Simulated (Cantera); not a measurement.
## Equilibrium for hydrogen reduction and annealing atmospheres: V2O5 + H2 + N2

Feed: 1 mol V2O5, 2.8 mol H2, 8.8 mol N2, equilibrated at 1498 K and 0.593 Torr.

Method: chemical equilibrium by Gibbs-energy minimisation in Cantera with the NASA 1993 tables (ideal gas, pure condensed phases). Candidate condensed phases: H2O, V, VN, VO, V2O3, V2O4, V2O5; 28 gas species. Condensed phases not in the tables: the oxides between V2O3 and V2O5 other than VO2. The numbers say what is thermodynamically allowed, not how fast it happens.

```
Property                                Value
----------------------------------  ---------
x(N2)                                   0.759
x(H2O)                                  0.172
x(H2)                                  0.0689
x(H)                                 0.000160
x(VO2)                                1.22e-5
x(OH)                                 1.14e-5
n(V2O3(s))                          1.000 mol
gas amount                          11.60 mol
log10 activity of V2O5(l) (absent)      -6.53
log10 activity of V(s) (absent)         -6.72
```
